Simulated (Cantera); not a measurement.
Hydrocarbon pyrolysis for carbon deposition

An isothermal, constant-pressure homogeneous reactor starts with 12.7 % C2H6, 87.3 % N2, at 1250 K and 7600 Pa.

Detailed kinetics in Cantera: GRI-Mech 3.0 (53 species, 325 reactions). GRI-Mech 3.0 stops at C3 and has no aromatics, soot or wall deposition, so with more carbon than oxygen in the feed, carbon stays in small species such as C2H2 where larger ones or solid carbon would form.

```csv
t (s),x C2H6,x C2H4,x HCN,x CH2,x H2
2.00e-5,0.127,1.66e-8,<1e-12,1.42e-12,1.36e-8
7.66e-5,0.127,8.73e-7,<1e-12,5.25e-11,8.02e-7
0.000294,0.126,4.29e-5,<1e-12,1.06e-9,4.18e-5
0.00112,0.125,0.00126,5.27e-11,9.91e-9,0.00121
0.00431,0.113,0.0107,3.20e-10,2.14e-8,0.0102
0.0165,0.0723,0.0415,5.72e-10,1.77e-8,0.0409
0.0632,0.0106,0.0776,7.60e-10,5.45e-9,0.0941
0.242,0.000341,0.0641,7.78e-10,2.07e-10,0.119
0.928,4.15e-5,0.0479,7.67e-10,2.55e-11,0.133
3.56,2.15e-5,0.0245,7.51e-10,1.60e-11,0.152
13.6,7.54e-6,0.00770,7.41e-10,8.04e-12,0.165
52.2,6.14e-6,0.00617,7.42e-10,7.03e-12,0.166
200,6.11e-6,0.00613,7.53e-10,6.97e-12,0.166
```
x: mole fraction; the columns are a selection and need not sum to one.

Equilibrium at this temperature and pressure: C2H6 4.01e-6, C2H4 0.00372, HCN 0.0714, CH2 5.13e-12, H2 0.166 (gas phase only).
